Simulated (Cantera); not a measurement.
## Nitride etching: AlN + Cl2 + H2

A closed system holds: 1 mol AlN, 22 mol Cl2, 90 mol H2, equilibrated at 10.0 mbar.

Cantera equilibrium calculation (NASA polynomials, part measured and part estimated; ideal gas, pure solids and liquids). Candidate condensed phases: Al, AlCl3, AlN, NH4Cl; 20 gas species. The tables' values for AlCl2 are old estimates; treat these amounts as uncertain. Equilibrium is a limit: real reactors are often held back by kinetics, nucleation or transport.

From 1423 K to 2123 K nothing is condensed. The main Al-bearing gas is AlCl3 at 1423 K and AlCl at 2123 K.

```tsv
T (K)	x H2	x HCl	x H	x Cl	x AlCl3	x AlCl	x N2	x AlCl2
1423	0.620	0.366	5.23e-5	2.53e-5	0.00873	3.40e-5	0.00446	0.000168
1523	0.620	0.367	0.000182	8.64e-5	0.00823	0.000205	0.00446	0.000487
1623	0.618	0.368	0.000543	0.000255	0.00695	0.000874	0.00446	0.00109
1723	0.614	0.370	0.00143	0.000668	0.00471	0.00244	0.00444	0.00174
1823	0.609	0.372	0.00338	0.00158	0.00245	0.00446	0.00443	0.00194
1923	0.604	0.372	0.00732	0.00339	0.00107	0.00606	0.00441	0.00168
2023	0.597	0.368	0.0147	0.00671	0.000441	0.00703	0.00438	0.00129
2123	0.588	0.360	0.0275	0.0123	0.000182	0.00754	0.00434	0.000945
```
x: gas mole fraction; nothing condenses.
